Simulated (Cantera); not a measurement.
A closed system holds: 1 mol C₃H₈, 1.8 mol H₂, 12 mol N₂, held at 1627 °C and 0.310 bar.

Method: chemical equilibrium by Gibbs-energy minimisation in Cantera with the NASA 1993 tables (ideal gas, pure condensed phases). Candidate condensed phases: C, C₆H₆, C₇H₈, C₈H₁₈; 92 gas species. Equilibrium is a limit: real reactors are often held back by kinetics, nucleation or transport.

Base state: N₂ 0.672, H₂ 0.323, HCN 0.00453, H 0.000810, HNC 0.000213, C₂H₂ (acetylene) 0.000123, CH₄ 1.82e-5 (mole fractions); condensed: C(graphite).

Question: What changes in the equilibrium state with this change: temperature from 1627 °C to 2625 °C?

Answer: 
```json
[
 {"species": "N₂", "before": "0.672", "after": "0.604"},
 {"species": "H₂", "before": "0.323", "after": "0.216"},
 {"species": "H", "before": "0.000810", "after": "0.0954"},
 {"species": "HNC", "before": "0.000213", "after": "0.0105"},
 {"species": "HCN", "before": "0.00453", "after": "0.0602"},
 {"species": "C₃", "before": "<1e-9", "after": "0.000326"},
 {"species": "C₂H", "before": "4.04e-9", "after": "0.000645"},
 {"species": "C(graphite), mol", "before": "2.91", "after": "1.18"}
]
```
